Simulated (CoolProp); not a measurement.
Aqueous propylene glycol as a coolant, at 30 °C, 1 atm.

Values from CoolProp's Melinder's fits for secondary coolants.

```csv
mass %,freezing point (°C),cp (kJ/(kg K)),conductivity (W/(m K)),Prandtl number,density (kg/m³)
4,-0.9,4.141,0.591,(withheld),998.8
11.2,-3.3,4.078,0.550,8.50,(withheld)
18.5,-6.5,4.012,0.510,11.3,(withheld)
25.7,-10.2,3.937,0.473,15.1,1015
33,-14.8,3.844,0.438,20.5,1021
40.2,-20.8,3.736,0.406,27.5,1027
47.5,-28.8,3.613,0.375,37.0,1031
```

Task: What belongs in the gaps?

Result: 
- 4, Prandtl number: 6.41
- 11.2, density (kg/m³): 1004
- 18.5, density (kg/m³): 1010
